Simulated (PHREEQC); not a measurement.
0.17 g of hydrous ferric oxide (600 m²/g; 0.2 weak and 0.005 strong sites per Fe, Dzombak-Morel constants, diffuse double layer) in 1 kg of water with 0.3 mol/kgw of an inert sodium salt and 0.0011 mmol/kgw CuCl2, at 25 °C; the pH is set by adding NaOH or the inert anion's acid. Oxygen is held at 0.21 atm. CO2 from the air is kept out. Nothing may precipitate in this run.

The numbers come from PHREEQC with the ion-association model, wateq4f.dat.

Task: Predict surface charge σ (C/m²), surface potential ψ (mV) at pH = 3.67, 7, 9.67, 11.

Result: 
```csv
pH,surface charge σ (C/m²),surface potential ψ (mV)
3.67,0.359,124
7,0.067,47
9.67,-0.101,-63
11,-0.243,-105
```

Complexes and solids missing from the database can't appear. The database's constant for dissolved Cu(OH)2 is higher than later reviews accept. The oxide is taken as insoluble; below pH 4 it would dissolve.
